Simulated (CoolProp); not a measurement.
Saturation properties of n-perfluorohexane.

Model: reference Helmholtz-energy equation of state, Gao 2022, in CoolProp.

```tsv
T (°C)	p (MPa)	liquid density (kg/m³)	vapour density (kg/m³)	enthalpy of vaporisation (kJ/kg)	liquid cp (kJ/(kg K))
37.45	?	1639	6.706	89.87	?
47.85	0.07318	1608	?	87.07	1.083
58.25	0.1052	?	13.80	84.16	?
68.65	0.1473	1541	19.10	81.10	1.117
79.05	0.2013	1505	25.93	77.88	1.136
89.45	0.2694	1467	34.66	74.46	1.155
99.85	?	1427	45.75	70.78	1.177
110.25	0.4568	1383	59.84	66.78	1.201
```

Q: Fill in the missing entries.

A: 
- 37.45, p (MPa): 0.04935
- 37.45, liquid cp (kJ/(kg K)): 1.066
- 47.85, vapour density (kg/m³): 9.747
- 58.25, liquid density (kg/m³): 1575
- 58.25, liquid cp (kJ/(kg K)): 1.100
- 99.85, p (MPa): 0.3537

It boils at 57.1 °C under 1 atm.
